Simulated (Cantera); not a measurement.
Input (Python, Cantera):

```python
import numpy as np
import cantera as ct

gas = ct.Solution("gri30.yaml")
gas.TPX = 600, 19000, {'CH4': 1, 'CO': 0.15, 'O2': 2.31, 'N2': 6.69, 'CO2': 0.22}
flame = ct.FreeFlame(gas, width=0.13)
flame.set_refine_criteria(ratio=3, slope=0.08, curve=0.16)
flame.transport_model = "mixture-averaged"
flame.solve(loglevel=0, auto=True)
z, T = flame.grid, flame.T
thick = (T[-1] - T[0]) / np.gradient(T, z).max()
show = ['CH4', 'CO', 'O2', 'HCN', 'O', 'CH2']
print(f"laminar burning velocity  {flame.velocity[0] * 100:.3f} cm/s")
print(f"burnt temperature         {T[-1]:.1f} K")
print(f"thermal thickness         {thick * 1e3:.4f} mm")
print(f"grid points               {len(z)}")
z0 = z[flame.heat_release_rate.argmax()]
print(f"{'z/mm':>9s}{'T/K':>9s}{'u/(m/s)':>9s}" + "".join(f"{s:>11s}" for s in show))
rows = []
for k in (-3, -2, -1.5, -1, -0.5, -0.25, 0, 0.25, 0.5, 1, 2, 4, 8):
    zz = z0 + k * thick
    rows.append([k * thick, np.interp(zz, z, T), np.interp(zz, z, flame.velocity),
                 *(np.interp(zz, z, flame.X[gas.species_index(s)]) for s in show)])
    print(f"{rows[-1][0] * 1e3:9.3f}{rows[-1][1]:9.1f}{rows[-1][2]:9.3f}" + "".join(f"{x:11.3e}" for x in rows[-1][3:]))
```

Output:

```
laminar burning velocity  213.088 cm/s
burnt temperature         2364.5 K
thermal thickness         1.2299 mm
grid points               165
     z/mm      T/K  u/(m/s)        CH4         CO         O2        HCN          O        CH2
   -3.690    600.0    2.132  9.638e-02  1.446e-02  2.226e-01  6.885e-13  5.514e-10  2.216e-16
   -2.460    600.6    2.137  9.619e-02  1.444e-02  2.223e-01  3.761e-11  2.821e-08  3.229e-12
   -1.845    603.3    2.151  9.579e-02  1.445e-02  2.217e-01  2.986e-10  1.873e-07  1.586e-10
   -1.230    637.9    2.287  9.309e-02  1.514e-02  2.186e-01  8.118e-09  2.320e-06  1.772e-08
   -0.615    947.6    3.454  7.139e-02  2.607e-02  1.931e-01  1.962e-07  5.792e-05  1.162e-06
   -0.307   1343.8    4.968  4.056e-02  4.600e-02  1.521e-01  6.958e-07  3.809e-04  2.211e-05
    0.000   1730.6    6.471  1.124e-02  6.754e-02  1.019e-01  1.629e-06  2.102e-03  6.907e-05
    0.307   1895.9    7.115  1.288e-03  7.035e-02  6.976e-02  1.568e-06  6.209e-03  2.235e-05
    0.615   1931.9    7.241  8.397e-05  6.253e-02  5.654e-02  7.337e-07  9.316e-03  1.784e-06
    1.230   1957.0    7.301  3.760e-07  5.069e-02  4.916e-02  1.053e-07  1.087e-02  8.426e-09
    2.460   1987.6    7.382  4.461e-11  4.275e-02  4.597e-02  2.682e-09  1.088e-02  1.127e-12
    4.920   2029.5    7.511  2.558e-15  4.011e-02  4.441e-02  2.076e-11  1.008e-02  1.206e-16
    9.839   2091.3    7.704  1.017e-17  3.816e-02  4.272e-02  7.305e-13  8.683e-03  3.960e-17
```

Model: GRI-Mech 3.0 (53 species, 325 reactions), integrated in Cantera. Burning velocities carry a grid error of a few per cent, more on coarse grids.
